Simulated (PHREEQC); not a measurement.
**Nickel, zinc or cadmium bath (model solution)**

Make-up at 85 °C: 0.095 mol/kgw NiSO4, 0.00012 mol/kgw NaCl and 0.0029 mol/kgw NiCl2. Closed to the air; pH follows from the charge balance.

All values are PHREEQC results (ion-association model, wateq4f.dat), not measurements.

Precipitation was switched off in this run.

Task: Predict the pH, ionic strength.

Result: pH 5.51; ionic strength 0.201 mol/kgw.

Task: In which forms is Ni present?

Result: Ni+2 52 %, NiSO4 48 % of the Ni.

Constants without temperature data keep their 25 °C values here.
